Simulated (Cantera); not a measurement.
What does this Cantera script print?

```python
import numpy as np
import cantera as ct

gas = ct.Solution("gri30.yaml")
gas.TPX = 1775, 52000, {'C2H4': 1, 'H2': 8.7}
reactor = ct.IdealGasConstPressureReactor(gas, energy="off", clone=False)
net = ct.ReactorNet([reactor])
net.rtol, net.atol = 1e-08, 1e-18
show = ['C2H4', 'H2', 'CH4', 'C2H6', 'C2H2', 'CH3', 'C2H']
times = np.geomspace(2e-06, 60, 14)

steps = ct.SolutionArray(gas, extra=["t"])
rows = []
print(f"{'t/s':>10s}{'T/K':>9s}{'P/Pa':>11s}" + "".join(f"{s:>11s}" for s in show))
for t in times:
    while net.time < t:
        t_next = net.step()
        steps.append(gas.state, t=t_next)
    rows.append([np.interp(t, steps.t, y) for y in (steps.T, steps.P, *steps(*show).X.T)])
    print(f"{t:10.3e}{rows[-1][0]:9.1f}{rows[-1][1]:11.4g}" + "".join(f"{x:11.3e}" for x in rows[-1][2:]))
rate = np.gradient(steps.T, steps.t)
print("integrator steps:", len(steps.t))
if steps.T.max() > steps.T[0] + 200:
    print(f"time of steepest temperature rise: {steps.t[rate.argmax()]:.4e} s")
gas.TPX = 1775, 52000, {'C2H4': 1, 'H2': 8.7}
gas.equilibrate("TP")
print(f"equilibrium (TP): T = {gas.T:.1f} K  " + "  ".join(f"{s} {gas[s].X[0]:.3e}" for s in show))
```

Result:

```
       t/s      T/K       P/Pa       C2H4         H2        CH4       C2H6       C2H2        CH3        C2H
 2.000e-06   1775.0    5.2e+04  1.030e-01  8.969e-01  1.364e-10  6.017e-09  9.663e-05  2.080e-10  6.426e-13
 7.520e-06   1775.0    5.2e+04  1.027e-01  8.969e-01  6.956e-09  5.458e-08  3.690e-04  2.861e-09  9.381e-12
 2.827e-05   1775.0    5.2e+04  1.015e-01  8.970e-01  2.844e-07  5.375e-07  1.466e-03  3.062e-08  1.420e-10
 1.063e-04   1775.0    5.2e+04  9.580e-02  8.975e-01  9.579e-06  4.156e-06  6.581e-03  2.600e-07  2.460e-09
 3.997e-04   1775.0    5.2e+04  6.751e-02  9.000e-01  1.514e-04  9.510e-06  3.214e-02  1.022e-06  3.077e-08
 1.503e-03   1775.0    5.2e+04  1.295e-02  9.049e-01  5.208e-04  2.508e-06  8.149e-02  2.142e-06  1.179e-07
 5.649e-03   1775.0    5.2e+04  1.193e-03  9.056e-01  7.479e-04  3.455e-07  9.205e-02  6.604e-06  3.141e-07
 2.124e-02   1775.0    5.2e+04  1.188e-03  9.052e-01  1.407e-03  3.525e-07  9.178e-02  1.241e-05  3.138e-07
 7.986e-02   1775.0    5.2e+04  1.176e-03  9.039e-01  3.683e-03  4.127e-07  9.086e-02  3.213e-05  3.082e-07
 3.003e-01   1775.0    5.2e+04  1.153e-03  9.012e-01  8.180e-03  6.987e-07  8.903e-02  7.050e-05  2.986e-07
 1.129e+00   1775.0    5.2e+04  1.149e-03  9.006e-01  9.214e-03  7.950e-07  8.861e-02  7.923e-05  2.965e-07
 4.244e+00   1775.0    5.2e+04  1.149e-03  9.006e-01  9.215e-03  7.951e-07  8.861e-02  7.923e-05  2.965e-07
 1.596e+01   1775.0    5.2e+04  1.149e-03  9.006e-01  9.215e-03  7.951e-07  8.861e-02  7.923e-05  2.965e-07
 6.000e+01   1775.0    5.2e+04  1.149e-03  9.006e-01  9.215e-03  7.951e-07  8.861e-02  7.923e-05  2.965e-07
integrator steps: 822
equilibrium (TP): T = 1775.0 K  C2H4 1.149e-03  H2 9.006e-01  CH4 9.215e-03  C2H6 7.951e-07  C2H2 8.861e-02  CH3 7.923e-05  C2H 2.965e-07
```

Computed with Cantera and GRI-Mech 3.0 (53 species, 325 reactions). GRI-Mech 3.0 was tuned for natural gas; its chemistry of ethylene as a main component is partial and can be far from experiment. GRI-Mech 3.0 stops at C3 and has no aromatics, soot or wall deposition, so with more carbon than oxygen in the feed, carbon stays in small species such as C2H2 where larger ones or solid carbon would form.
